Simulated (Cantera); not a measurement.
Feed: 1 mol c-C₄F₈, 0.016 mol HCl, equilibrated at 700 °C and 89.0 Pa.

Cantera equilibrium calculation (NASA polynomials, part measured and part estimated; ideal gas, pure solids and liquids). Candidate condensed phases: C, C₆H₆, C₇H₈, C₈H₁₈; 118 gas species. The feed counts by its element totals alone. Gases not in the tables: C₂F₆ and larger saturated fluorocarbons. Equilibrium is a limit: real reactors are often held back by kinetics, nucleation or transport.

Base state: CF₄ 0.987, HF 0.00728, Cl₂ 0.00262, CClF₃ 0.00160, HCl 0.000645, Cl 0.000440 (mole fractions); condensed: C(graphite).

Task: What changes in the equilibrium state with this change: c-C₄F₈ replaced by CH₃Cl?

Result: 
```json
[
 {"species": "HCl", "before": "0.000645", "after": "0.504"},
 {"species": "H₂", "before": "<1e-9", "after": "0.496"},
 {"species": "CH₄", "before": "<1e-9", "after": "2.81e-5"},
 {"species": "CF₄", "before": "0.987", "after": "0"},
 {"species": "HF", "before": "0.00728", "after": "0"},
 {"species": "Cl₂", "before": "0.00262", "after": "<1e-9"},
 {"species": "CClF₃", "before": "0.00160", "after": "0"},
 {"species": "Cl", "before": "0.000440", "after": "2.44e-8"},
 {"species": "C(graphite), mol", "before": "2.00", "after": "1.000"}
]
```
